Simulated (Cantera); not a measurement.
Mixture: H2 : O2 : N2 = 1 : 0.312 : 1.17 (molar parts), at 9.87 atm, adiabatic and at constant volume. Ignition delay is the time to a rise of 400 K.

Cantera simulation using GRI-Mech 3.0 (53 species, 325 reactions); the numbers are that mechanism's predictions, not measurements. The hydrogen kinetics of GRI-Mech 3.0 are dated; newer H2 mechanisms differ, most at raised pressure.

Q: What does this change do: pressure from 9.87 atm to 4.93 atm?

A: 
```tsv
quantity	before	after
delay at 1023 K	3.90 ms	4.58 ms
delay at 1098 K	0.738 ms	0.479 ms
delay at 1173 K	0.124 ms	26.9 µs
delay at 1248 K	13.4 µs	9.99 µs
delay at 1323 K	4.12 µs	5.91 µs
delay at 1398 K	2.36 µs	4.06 µs
delay at 1473 K	1.62 µs	3.02 µs
apparent activation energy between 1323 and 1473 K	100 kJ/mol	73 kJ/mol
```

Q: What does this change do: pressure from 9.87 atm to 11.8 atm?

A: 
| quantity | before | after |
|---|---|---|
| delay at 1023 K | 3.90 ms | 3.61 ms |
| delay at 1098 K | 0.738 ms | 0.725 ms |
| delay at 1173 K | 0.124 ms | 0.143 ms |
| delay at 1248 K | 13.4 µs | 20.3 µs |
| delay at 1323 K | 4.12 µs | 4.17 µs |
| delay at 1398 K | 2.36 µs | 2.13 µs |
| delay at 1473 K | 1.62 µs | 1.40 µs |
| apparent activation energy between 1323 and 1473 K | 100 kJ/mol | 120 kJ/mol |
The pressure lies above the range GRI-Mech 3.0 was tuned for (to about 10 atm).
